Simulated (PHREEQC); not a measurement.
Synthetic water in mmol/kgw, 85 °C, pH 3.03, pe 8.5:

| constituent | mmol/kgw |
|---|---|
| Na | 5.49 |
| K | 0.357 |
| Ca | 1.66 |
| Mg | 0.439 |
| Cl | 0.386 |
| S(6) | 5.76 |
| Sr | 0.00108 |
| Cu(2) | 0.0207 |
| Zn | 0.0564 |

Valence states are taken as typed.

All values are PHREEQC results (ion-association model, wateq4f.dat), not measurements.

Q: The ionic strength comes out as 0.0147 mol/kgw. What activity coefficients do Mg+2, Cu+2, Na+, NaSO4-, Zn+2 get?

A: Mg+2 0.59, Cu+2 0.60, Na+ 0.87, NaSO4- 0.88, Zn+2 0.60.

No solid was allowed to form. Constants without temperature data keep their 25 °C values here.
